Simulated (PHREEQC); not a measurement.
Acid rinse or clean: an equilibrium model

Dissolve 0.012 mol/kgw HNO3, 0.002 mol/kgw FeCl3 and 0.00129 mol/kgw MgCl2 at 80 °C. Closed to the air; pH follows from the charge balance.

All values are PHREEQC results (ion-association model, wateq4f.dat), not measurements.

Precipitation was switched off in this run.

**Question.** Predict the pH.

**Answer.** pH 1.92.

**Question.** In which forms is Cl present?

**Answer.** Cl- 98 %, FeCl+2 1.8 % of the Cl.

Saturation is exceeded, for instance for Hematite (slow to form), Goethite (slow to form); the values hold only as long as no solid forms. Constants without temperature data keep their 25 °C values here.
